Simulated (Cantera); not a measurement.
An isothermal plug-flow reactor at 1323 K and 1.00 bar (inlet), inlet velocity 2.6 m/s, active area per volume 400 1/m; feed CH4 : O2 : N2 : H2O = 0.0023 : 0.085 : 0.79 : 0.0053 (molar parts), equivalence ratio 0.054.

Computed with Cantera and Deutschmann's 1995 Pt surface mechanism with GRI-Mech 3.0 gas chemistry. Catalytic surfaces can have several steady states; this one follows from the mechanism file's or the stated starting coverage. Mass transfer to the wall is taken as infinitely fast.

Q: What does this change do: pressure from 1.00 bar to 0.400 bar?

A: 
```json
[
 {"quantity": "x(CH4) at z = 0.014 m", "before": "0.000268", "after": "0.000184"},
 {"quantity": "x(O2) at z = 0.014 m", "before": "0.0918", "after": "0.0916"},
 {"quantity": "x(H2O) at z = 0.014 m", "before": "0.0105", "after": "0.0107"},
 {"quantity": "x(CO2) at z = 0.014 m", "before": "0.00218", "after": "0.00231"},
 {"quantity": "x(CO) at z = 0.014 m", "before": "1.73e-6", "after": "9.17e-7"},
 {"quantity": "θ(free Pt) at the exit", "before": "0.555", "after": "0.622"},
 {"quantity": "θ(O*) at the exit", "before": "0.444", "after": "0.378"}
]
```

Q: What does this change do: inlet velocity 2.6 to 6.6 m/s?

A: 
```csv
quantity,before,after
x(CH4) at z = 0.014 m,0.000268,0.00110
x(O2) at z = 0.014 m,0.0918,0.0935
x(H2O) at z = 0.014 m,0.0105,0.00881
x(CO2) at z = 0.014 m,0.00218,0.00133
x(CO) at z = 0.014 m,1.73e-6,3.83e-6
θ(free Pt) at the exit,0.555,0.554
θ(O*) at the exit,0.444,0.445
```
